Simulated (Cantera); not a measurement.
A Cantera script and its output.

```python
import numpy as np
import cantera as ct

gas = ct.Solution("SiF4_NH3_mec.yaml", "gas")
gas.TPX = 2225, 12000, {'NH3': 1, 'H2': 23}
reactor = ct.IdealGasConstPressureReactor(gas, energy="off", clone=False)
net = ct.ReactorNet([reactor])
net.rtol, net.atol = 1e-08, 1e-18
show = ['NH3', 'H2', 'NH2', 'NH', 'N']
times = np.geomspace(9e-05, 1, 9)

steps = ct.SolutionArray(gas, extra=["t"])
rows = []
print(f"{'t/s':>10s}{'T/K':>9s}{'P/Pa':>11s}" + "".join(f"{s:>11s}" for s in show))
for t in times:
    while net.time < t:
        t_next = net.step()
        steps.append(gas.state, t=t_next)
    rows.append([np.interp(t, steps.t, y) for y in (steps.T, steps.P, *steps(*show).X.T)])
    print(f"{t:10.3e}{rows[-1][0]:9.1f}{rows[-1][1]:11.4g}" + "".join(f"{x:11.3e}" for x in rows[-1][2:]))
rate = np.gradient(steps.T, steps.t)
print("integrator steps:", len(steps.t))
if steps.T.max() > steps.T[0] + 200:
    print(f"time of steepest temperature rise: {steps.t[rate.argmax()]:.4e} s")
gas.TPX = 2225, 12000, {'NH3': 1, 'H2': 23}
gas.equilibrate("TP")
print(f"equilibrium (TP): T = {gas.T:.1f} K  " + "  ".join(f"{s} {gas[s].X[0]:.3e}" for s in show))
```

Result:

```
       t/s      T/K       P/Pa        NH3         H2        NH2         NH          N
 9.000e-05   2225.0    1.2e+04  4.165e-02  9.582e-01  1.317e-05  3.080e-08  1.656e-10
 2.884e-04   2225.0    1.2e+04  4.162e-02  9.580e-01  4.159e-05  3.170e-07  5.567e-09
 9.240e-04   2225.0    1.2e+04  4.150e-02  9.574e-01  1.307e-04  3.157e-06  1.759e-07
 2.961e-03   2225.0    1.2e+04  4.061e-02  9.562e-01  3.336e-04  2.089e-05  3.025e-06
 9.487e-03   2225.0    1.2e+04  3.425e-02  9.588e-01  3.574e-04  2.840e-05  5.221e-06
 3.040e-02   2225.0    1.2e+04  1.856e-02  9.662e-01  2.431e-04  2.437e-05  5.651e-06
 9.740e-02   2225.0    1.2e+04  1.334e-03  9.692e-01  4.347e-05  1.096e-05  6.373e-06
 3.121e-01   2225.0    1.2e+04  2.122e-05  9.618e-01  1.265e-06  5.845e-07  6.224e-07
 1.000e+00   2225.0    1.2e+04  4.075e-06  9.617e-01  2.435e-07  1.128e-07  1.205e-07
integrator steps: 1309
equilibrium (TP): T = 2225.0 K  NH3 2.291e-07  H2 9.617e-01  NH2 1.369e-08  NH 6.342e-09  N 6.772e-09
```

Model: the gas-phase N/H chemistry of the illustrative SiF4/NH3 mechanism in the Surface Chemkin manual (1991), integrated in Cantera. Walls and surfaces, which speed up NH3 decomposition in real reactors, are not modelled.
